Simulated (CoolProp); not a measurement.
Vapour-liquid equilibrium of n-pentane (1) + acetone (2) at 344 K; x and y are mole fractions of (1).

Values from CoolProp's multi-fluid Helmholtz-energy mixture model, Thol 2019 and Lemmon 2006; pair parameters Bell 2016.

```json
[
 {"x": "0.05", "bubble pressure (MPa)": "0.2020", "y at the bubble point": "0.216", "dew pressure at overall composition x (MPa)": "0.1714", "liquid density (mol/L)": "12.22"},
 {"x": "0.2", "bubble pressure (MPa)": "0.2721", "y at the bubble point": "0.474", "dew pressure at overall composition x (MPa)": "0.1987", "liquid density (mol/L)": "(withheld)"},
 {"x": "0.35", "bubble pressure (MPa)": "0.3041", "y at the bubble point": "(withheld)", "dew pressure at overall composition x (MPa)": "0.2346", "liquid density (mol/L)": "10.34"},
 {"x": "0.5", "bubble pressure (MPa)": "0.3193", "y at the bubble point": "0.630", "dew pressure at overall composition x (MPa)": "0.2808", "liquid density (mol/L)": "9.607"},
 {"x": "0.65", "bubble pressure (MPa)": "0.3264", "y at the bubble point": "0.685", "dew pressure at overall composition x (MPa)": "0.3227", "liquid density (mol/L)": "8.989"},
 {"x": "0.8", "bubble pressure (MPa)": "0.3251", "y at the bubble point": "0.762", "dew pressure at overall composition x (MPa)": "0.3214", "liquid density (mol/L)": "(withheld)"},
 {"x": "0.95", "bubble pressure (MPa)": "0.3053", "y at the bubble point": "0.911", "dew pressure at overall composition x (MPa)": "0.2987", "liquid density (mol/L)": "8.056"}
]
```

**Question.** What belongs in the gaps?

**Answer.** 
- 0.2, liquid density (mol/L): 11.21
- 0.35, y at the bubble point: 0.572
- 0.8, liquid density (mol/L): 8.476

y crosses x between x = 0.65 and 0.8: the model has an azeotrope there.

The pair parameters rest on a limited set of measurements; away from them the model extrapolates.
